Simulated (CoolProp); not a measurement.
The fluid at 273.37 K and 1.1 MPa (liquid) is heated at constant pressure to 334.1 K. The same conditions are run with several fluids, on thermodynamics alone (safety and materials aside).

Computed with CoolProp (reference Helmholtz-energy equation of state of each fluid (cis-2-butene: Lemmon 2005; n-perfluorohexane: Gao 2022; tetradecamethylhexasiloxane (MD4M): Thol 2019; R1224YDZ: Akasaka 2023; R143a: Lemmon and Jacobsen 2000)).

Question: Rank cis-2-butene, n-perfluorohexane, tetradecamethylhexasiloxane (MD4M), R1224YDZ, R143a by heat (kJ/kg), highest first.

Answer: R143a (245), cis-2-butene (138), tetradecamethylhexasiloxane (MD4M) (105), R1224YDZ (70.5), n-perfluorohexane (64.0)

```tsv
fluid	final phase	final density (kg/m³)
cis-2-butene	liquid	571
n-perfluorohexane	liquid	1570
tetradecamethylhexasiloxane (MD4M)	liquid	854
R1224YDZ	liquid	1260
R143a	gas	38.4
```
